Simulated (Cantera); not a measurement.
**Gas-phase reforming**

An isothermal, constant-pressure homogeneous reactor starts with CH₄ : CO₂ : H₂ = 1 : 0.38 : 0.25 (molar parts), at 1598 K and 1000000 Pa.

Computed with Cantera and GRI-Mech 3.0 (53 species, 325 reactions). GRI-Mech 3.0 stops at C3 and has no aromatics, soot or wall deposition, so with more carbon than oxygen in the feed, carbon stays in small species such as C2H2 where larger ones or solid carbon would form.

| t (s) | x CH₄ | x CO₂ | x H₂ | x H | x C₂H₂ |
|---|---|---|---|---|---|
| 6.00e-6 | 0.613 | 0.233 | 0.153 | 1.47e-6 | 4.36e-10 |
| 1.97e-5 | 0.613 | 0.233 | 0.154 | 2.23e-6 | 3.72e-8 |
| 6.45e-5 | 0.612 | 0.233 | 0.154 | 2.55e-6 | 1.20e-6 |
| 0.000212 | 0.608 | 0.232 | 0.156 | 3.15e-6 | 3.53e-5 |
| 0.000694 | 0.594 | 0.230 | 0.165 | 3.68e-6 | 0.000816 |
| 0.00228 | 0.549 | 0.219 | 0.195 | 4.33e-6 | 0.00872 |
| 0.00747 | 0.440 | 0.186 | 0.267 | 5.90e-6 | 0.0377 |
| 0.0245 | 0.284 | 0.109 | 0.338 | 8.39e-6 | 0.0759 |
| 0.0803 | 0.201 | 0.0309 | 0.345 | 9.87e-6 | 0.0925 |
| 0.263 | 0.196 | 0.0206 | 0.364 | 1.02e-5 | 0.0802 |
| 0.864 | 0.194 | 0.0145 | 0.405 | 1.08e-5 | 0.0573 |
| 2.83 | 0.183 | 0.00628 | 0.455 | 1.14e-5 | 0.0361 |
| 9.30 | 0.172 | 0.00100 | 0.488 | 1.18e-5 | 0.0256 |
| 30.5 | 0.169 | 1.24e-5 | 0.495 | 1.19e-5 | 0.0238 |
| 100 | 0.169 | 6.01e-6 | 0.495 | 1.19e-5 | 0.0238 |
x: mole fraction; the columns are a selection and need not sum to one.

Equilibrium at this temperature and pressure: CH₄ 0.169, CO₂ 6.16e-6, H₂ 0.495, H 1.19e-5, C₂H₂ 0.0238 (gas phase only).
